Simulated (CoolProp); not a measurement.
Properties of CH2F2 (R32) along the isobar 0.101 MPa.

Computed with CoolProp (reference Helmholtz-energy equation of state, Tillner-Roth 1997).

```
T (°C)  phase       Z  cv (kJ/(kg K))  speed of sound (m/s)  viscosity (µPa s)  Prandtl number  fugacity coefficient
------  -----  ------  --------------  --------------------  -----------------  --------------  --------------------
0.65      gas  0.9829          0.6499                 231.7               12.3           0.853                0.9832
14.15     gas  0.9858          0.6639                 237.1               12.9           0.840                0.9860
27.55     gas  0.9880          0.6801                 242.2               13.5           0.830                0.9881
40.95     gas  0.9898          0.6978                 247.1               14.1           0.821                0.9899
54.45     gas  0.9912          0.7170                 251.9               14.7           0.813                0.9913
67.85     gas  0.9924          0.7369                 256.5               15.3           0.805                0.9925
81.25     gas  0.9934          0.7574                 261.0               15.9           0.798                0.9934
94.65     gas  0.9942          0.7783                 265.3               16.4           0.791                0.9943
108.15    gas  0.9949          0.7997                 269.6               17.0           0.784                0.9950
121.55    gas  0.9955          0.8210                 273.8               17.6           0.777                0.9956
134.95    gas  0.9961          0.8423                 277.9               18.1           0.770                0.9961
148.45    gas  0.9965          0.8637                 282.0               18.7           0.763                0.9965
161.85    gas  0.9969          0.8848                 286.0               19.2           0.755                0.9969
```

Viscosity comes from a separate model (Bell 2016), an estimate that may be off by 10 % or more. Thermal conductivity comes from a separate model (Huber 2003), an estimate that may be off by 10 % or more.
